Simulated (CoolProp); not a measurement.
The numbers come from the reference Helmholtz-energy equation of state, Marx 1992 in CoolProp.

Question: For R113, give the phase and the density (kg/m³), expansivity (1/kK) at 368.9 K and 5.59 MPa.

Answer: 
- 368.9 K and 5.59 MPa: liquid; density 1410, expansivity 1.83
